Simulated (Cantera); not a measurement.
A closed system holds: 1 mol Si, a varied amount of HCl, 42 mol H2, at 1573 K and 13.3 mbar.

Method: chemical equilibrium by Gibbs-energy minimisation in Cantera with the NASA 1993 tables (ideal gas, pure condensed phases). Candidate condensed phases: Si; 19 gas species. The tables' values for SiCl3, SiCl are old estimates; treat these amounts as uncertain. Equilibrium is a limit: real reactors are often held back by kinetics, nucleation or transport.

x: gas mole fraction; n: condensed amount in mol.

```
n(HCl) (mol)   x H2   x HCl  x SiCl2   x SiCl3       x H  n Si(s)
------------  -----  ------  -------  --------  --------  -------
1.2           0.974  0.0238  0.00197   8.73e-6  0.000347    0.914
1.4           0.970       ?        ?   1.29e-5  0.000347    0.888
1.6           0.966       ?        ?   1.81e-5  0.000346    0.859
2             0.959  0.0361  0.00461   3.12e-5  0.000345    0.795
2.3           0.954  0.0402  0.00575   4.36e-5  0.000344    0.742
2.7           0.947  0.0454  0.00737   6.33e-5  0.000343    0.666
3.2           0.939  0.0514  0.00953   9.30e-5  0.000341    0.564
3.8           0.929  0.0580   0.0122  0.000136  0.000339    0.431
4.5           0.919  0.0650   0.0156  0.000194  0.000338    0.266
5.3           0.908  0.0722   0.0194  0.000271  0.000335   0.0647
6.3           0.890  0.0886   0.0203  0.000351  0.000332        0
7.5           0.869   0.111   0.0197  0.000430  0.000328        0
```

**Question.** Complete the blanks.

**Answer.** 
- 1.6, x HCl: 0.0302
- 1.6, x SiCl2: 0.00320
- 1.4, x HCl: 0.0271
- 1.4, x SiCl2: 0.00256
